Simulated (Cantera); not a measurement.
Cantera run:

```python
import numpy as np
import cantera as ct

gas_names = """
    B BH BH2 BH3 BO BO2 B2 B2O B2O2 B2O3 B3O3H3 H HBO HBO2 HO2 H2 H2O H2O2 H3B3O6 O OH O2 O3
""".split()
cond_names = """
    B(b) B(L) B2O3(L) B3O3H3(cr) H2O(s) H2O(L)
""".split()


def load(file, names, dense=False):
    # The tables refer to 1 bar. Condensed volumes are neglected.
    table = {s.name: s for s in ct.Species.list_from_file(file)}
    out = []
    for n in names:
        d = dict(table[n].input_data)
        d["thermo"] = dict(d["thermo"], **{"reference-pressure": 1e5})
        if dense:
            d["equation-of-state"] = {"model": "constant-volume", "density": "1e6 g/cm^3"}
        out.append(ct.Species.from_dict(d))
    return out


gas = ct.Solution(thermo="ideal-gas", species=load("nasa_gas.yaml", gas_names))
cond = {s.name: ct.Solution(thermo="fixed-stoichiometry", species=[s], name=s.name)
        for s in load("nasa_condensed.yaml", cond_names, dense=True)}
atoms = {
    'B2H6': {'B': 2, 'H': 6},
    'H2O': {'H': 2, 'O': 1},
}
top_T = {}  # K; cautious upper limits of use, not melting points


def equilibrate(T, P, feed):
    n = {}
    for name, mol in feed.items():
        for a, k in atoms[name].items():
            n[a] = n.get(a, 0.0) + k * mol
    gas.TPX = T, P, n
    mass = sum(n.values()) * gas.mean_molecular_weight
    gas.equilibrate("TP")
    valid = [c for c in cond.values() if c.min_temp <= T <= top_T.get(c.name, c.max_temp)]
    mix = ct.Mixture([(gas, mass / gas.mean_molecular_weight)] + [(c, 0.0) for c in valid])
    mix.T, mix.P = T, P
    mix.equilibrate("TP", solver="vcs", rtol=1e-11, max_steps=5000)
    return mix


results = []
T = 1748  # K
P = 100000  # Pa
for m in [0.54, 1.3, 2, 2.7, 3.5, 4.2, 5, 5.7, 6.4]:
    feed = {'B2H6': 1, 'H2O': m}  # mol
    mix = equilibrate(T, P, feed)
    results.append((T, P, feed, dict(zip(mix.species_names, mix.species_moles))))

top = {s: max(r[3][s] / sum(r[3][g] for g in gas_names) for r in results) for s in gas_names}
cols = sorted((s for s in top if top[s] > 0.001), key=lambda s: -top[s])[:5]
seen = [c for c in cond_names if any(r[3].get(c, 0) > 1e-12 for r in results)]
print("log10 of partial pressures in bar; condensed amounts in mol")
print(f"{'n(H2O)':>10s}" + "".join(f"{s[:9]:>10s}" for s in cols + seen))
for T, P, feed, n in results:
    ng = sum(n[g] for g in gas_names)
    print(f"{feed['H2O']:10.4g}" + "".join(f"{np.log10(max(n[s] / ng * P / 1e5, 1e-99)):10.3f}" for s in cols)
          + "".join(f"{n.get(c, 0):10.4g}" for c in seen))
```

Result:

```
log10 of partial pressures in bar; condensed amounts in mol
    n(H2O)        H2       H2O      HBO2       HBO    B3O3H3      B(b)   B2O3(L)
      0.54    -0.022    -4.108    -2.860    -1.464    -2.220     1.565   0.09458
       1.3    -0.022    -4.108    -2.860    -1.464    -2.220     1.043    0.3296
         2    -0.022    -4.108    -2.860    -1.464    -2.220    0.5613     0.546
       2.7    -0.022    -4.108    -2.860    -1.464    -2.220   0.07985    0.7625
       3.5    -0.045    -1.243    -1.427    -2.919    -6.586         0    0.8606
       4.2    -0.093    -0.876    -1.243    -3.151    -7.283         0    0.7717
         5    -0.142    -0.688    -1.150    -3.294    -7.710         0    0.6868
       5.7    -0.180    -0.589    -1.100    -3.381    -7.973         0    0.6182
       6.4    -0.215    -0.520    -1.065    -3.451    -8.182         0    0.5526
```

Cantera equilibrium calculation (NASA polynomials, part measured and part estimated; ideal gas, pure solids and liquids). The feed counts by its element totals alone. Mutual solubility and eutectic melting of coexisting phases are not modelled. The tables' values for BH2 are old estimates; treat these amounts as uncertain. Gases not in the tables: B2H6 and higher boranes.
